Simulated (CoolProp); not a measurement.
Water along the isobar 266 bar: Z from the reference equation and from simpler models built on Tc = 647.1 K, pc = 220.6 bar, ω = 0.344; each cubic takes its own stable root.

Computed with CoolProp (reference Helmholtz-energy equation of state, Wagner 2002).

```json
[
 {"T (K)": "326.4", "phase": "liquid", "reference": "0.1770", "van der Waals": "0.3595", "Redlich-Kwong": "0.2443", "Soave-Redlich-Kwong": "0.2374", "Peng-Robinson": "0.2114"},
 {"T (K)": "352.4", "phase": "liquid", "reference": "0.1663", "van der Waals": "0.3398", "Redlich-Kwong": "0.2318", "Soave-Redlich-Kwong": "0.2244", "Peng-Robinson": "0.1996"},
 {"T (K)": "378.5", "phase": "liquid", "reference": "0.1575", "van der Waals": "0.3233", "Redlich-Kwong": "0.2217", "Soave-Redlich-Kwong": "0.2138", "Peng-Robinson": "0.1899"},
 {"T (K)": "404.5", "phase": "liquid", "reference": "0.1505", "van der Waals": "0.3097", "Redlich-Kwong": "0.2136", "Soave-Redlich-Kwong": "0.2052", "Peng-Robinson": "0.1820"},
 {"T (K)": "430.6", "phase": "liquid", "reference": "0.1448", "van der Waals": "0.2984", "Redlich-Kwong": "0.2072", "Soave-Redlich-Kwong": "0.1983", "Peng-Robinson": "0.1758"},
 {"T (K)": "456.7", "phase": "liquid", "reference": "0.1403", "van der Waals": "0.2893", "Redlich-Kwong": "0.2025", "Soave-Redlich-Kwong": "0.1932", "Peng-Robinson": "0.1711"},
 {"T (K)": "482.7", "phase": "liquid", "reference": "0.1369", "van der Waals": "0.2821", "Redlich-Kwong": "0.1994", "Soave-Redlich-Kwong": "0.1897", "Peng-Robinson": "0.1679"},
 {"T (K)": "508.8", "phase": "liquid", "reference": "0.1347", "van der Waals": "0.2769", "Redlich-Kwong": "0.1980", "Soave-Redlich-Kwong": "0.1880", "Peng-Robinson": "0.1663"},
 {"T (K)": "534.8", "phase": "liquid", "reference": "0.1336", "van der Waals": "0.2738", "Redlich-Kwong": "0.1985", "Soave-Redlich-Kwong": "0.1883", "Peng-Robinson": "0.1665"},
 {"T (K)": "560.9", "phase": "liquid", "reference": "0.1341", "van der Waals": "0.2731", "Redlich-Kwong": "0.2014", "Soave-Redlich-Kwong": "0.1911", "Peng-Robinson": "0.1691"},
 {"T (K)": "587", "phase": "liquid", "reference": "0.1365", "van der Waals": "0.2755", "Redlich-Kwong": "0.2077", "Soave-Redlich-Kwong": "0.1977", "Peng-Robinson": "0.1753"},
 {"T (K)": "613", "phase": "liquid", "reference": "0.1424", "van der Waals": "0.2825", "Redlich-Kwong": "0.2196", "Soave-Redlich-Kwong": "0.2108", "Peng-Robinson": "0.1877"},
 {"T (K)": "639.1", "phase": "liquid", "reference": "0.1570", "van der Waals": "0.2987", "Redlich-Kwong": "0.2445", "Soave-Redlich-Kwong": "0.2403", "Peng-Robinson": "0.2160"},
 {"T (K)": "665.1", "phase": "supercritical", "reference": "0.2985", "van der Waals": "0.3430", "Redlich-Kwong": "0.3304", "Soave-Redlich-Kwong": "0.3799", "Peng-Robinson": "0.3561"}
]
```
